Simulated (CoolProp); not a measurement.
Properties of R236EA along the isotherm 412 K.

The numbers come from the reference Helmholtz-energy equation of state, Rui 2013 in CoolProp.

```
p (MPa)   phase       Z  speed of sound (m/s)  isothermal compressibility (1/MPa)  conductivity (mW/(m K))  Prandtl number  fugacity coefficient
-------  ------  ------  --------------------  ----------------------------------  -----------------------  --------------  --------------------
0.019       gas  0.9981                 154.1                               52.73                     23.0           0.667                0.9981
0.039       gas  0.9960                 153.8                               25.74                     23.0           0.668                0.9961
0.08        gas  0.9919                 153.2                               12.60                     23.0           0.669                0.9919
0.164       gas  0.9832                 152.1                               6.203                     23.0           0.672                0.9834
0.337       gas  0.9651                 149.7                               3.077                     23.1           0.679                0.9661
0.693       gas  0.9264                 144.4                               1.564                     23.2           0.695                0.9307
1.42        gas  0.8393                 132.5                              0.8581                     23.9           0.741                0.8595
2.92        gas  0.5810                 96.09                              0.7941                     30.0            1.10                0.7123
6        liquid  0.2710                 218.1                             0.03447                     49.7            3.34                0.4244
```

Viscosity comes from a separate model (Huber 2003), an estimate that may be off by 10 % or more. Thermal conductivity comes from a separate model (Huber 2003), an estimate that may be off by 10 % or more.
